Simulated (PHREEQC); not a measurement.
A solution holds 0.0028 mol HF and 0.00019 mol NaHCO3 per kg of water, at 25 °C. Closed to the air; pH follows from the charge balance.

Computed with PHREEQC (ion-association model, phreeqc.dat).

No solid was allowed to form.

Order these F species by the share of F that they hold, largest first: HF2-, F-, HF.

HF (58 %), F- (42 %), HF2- (0.52 %)

The pH is 3.02 and the ionic strength 0.00118 mol/kgw. Complexes and solids missing from the database can't appear.
